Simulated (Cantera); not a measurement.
A closed system holds: 1 mol CF4, 0.062 mol CH4, equilibrated at 1.70e-5 bar.

Method: chemical equilibrium by Gibbs-energy minimisation in Cantera with the NASA 1993 tables (ideal gas, pure condensed phases). Candidate condensed phases: C, C6H6, C7H8, C8H18; 110 gas species. Ions and electrons are included (thermal ionisation). Gases not in the tables: C2F6 and larger saturated fluorocarbons. Rates play no part.

Problem. Which condensed phases are stable at each of these points (T (K)): 2000, 2500, 3000, 3500, 4000, 4500, 5000?

Solution. 
```tsv
T (K)	condensed phases	C condensed (%)
2000	C(graphite)	63.7
2500	C(graphite)	47.4
3000	gas only	0.0
3500	gas only	0.0
4000	gas only	0.0
4500	gas only	0.0
5000	gas only	0.0
```

From 2000 K to 2500 K the condensed part is C(graphite). From 3000 K to 5000 K nothing is condensed.
